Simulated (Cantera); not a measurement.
Feed: 1 mol Si, 1.2 mol HF, 0.11 mol H2, 3.7 mol Cl2, at 875 K and 1.33 mbar.

Method: chemical equilibrium by Gibbs-energy minimisation in Cantera with the NASA 1993 tables (ideal gas, pure condensed phases). Candidate condensed phases: Si; 37 gas species. Kinetics and transport are ignored.

Base state: Cl2 0.396, HCl 0.354, SiCl4 0.175, SiF4 0.0748, Cl 0.000794, HF 0.000103 (mole fractions); condensed: gas only.

Problem. What changes in the equilibrium state with this change: Cl2 from 3.7 to 1.1 mol?

Solution. 
| species | before | after |
|---|---|---|
| H2 | <1e-9 | 0.436 |
| SiCl4 | 0.175 | 0.332 |
| SiF4 | 0.0748 | 0.190 |
| Cl2 | 0.396 | <1e-9 |
| HCl | 0.354 | 0.0167 |
| SiHCl3 | <1e-9 | 0.0189 |
| SiHF3 | <1e-9 | 0.00326 |
| SiCl3 | <1e-9 | 0.00217 |
| SiCl2 | <1e-9 | 0.000819 |
| Cl | 0.000794 | <1e-9 |
| Si(s), mol | 0 | 0.146 |
The tables' values for SiCl3, SiF3 are old estimates; treat these amounts as uncertain.
